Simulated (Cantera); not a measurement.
Charge: 1 mol SiHCl3, 5.2 mol H2, held at 7.50 Torr.

Equilibrium computed with Cantera from the NASA thermochemical tables; the gas is ideal and each condensed phase is pure. Candidate condensed phases: Si; 19 gas species. The tables' values for SiCl, SiCl3 are old estimates; treat these amounts as uncertain. Gases not in the tables: Si2H6 and higher silanes. Kinetics and transport are ignored.

Q: At 2448 K, list the 5 most abundant gas species with their mole fractions, and the condensed phases.

A: H2 0.479, HCl 0.222, H 0.138, Si 0.0683, Cl 0.0454. Condensed: gas only.
